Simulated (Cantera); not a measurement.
Mixture: CH₃OH : O₂ : N₂ = 1 : 2.73 : 10.3 (molar parts), at 81000 Pa, adiabatic and at constant pressure. Ignition delay is the time to a rise of 400 K.

Detailed kinetics in Cantera: GRI-Mech 3.0 (53 species, 325 reactions). GRI-Mech 3.0 was tuned for natural gas; its chemistry of methanol as a main component is partial and can be far from experiment.

**Question.** What does this change do: pressure from 81000 Pa to 500000 Pa?

**Answer.** 
```
quantity                                                before       after
--------------------------------------------------  ----------  ----------
delay at 1275 K                                        4.26 ms    0.895 ms
delay at 1375 K                                        1.20 ms    0.244 ms
delay at 1475 K                                       0.430 ms     84.9 µs
delay at 1575 K                                       0.185 ms     35.7 µs
delay at 1675 K                                        90.8 µs     17.2 µs
delay at 1775 K                                        49.3 µs     9.20 µs
apparent activation energy between 1575 and 1775 K  150 kJ/mol  160 kJ/mol
```
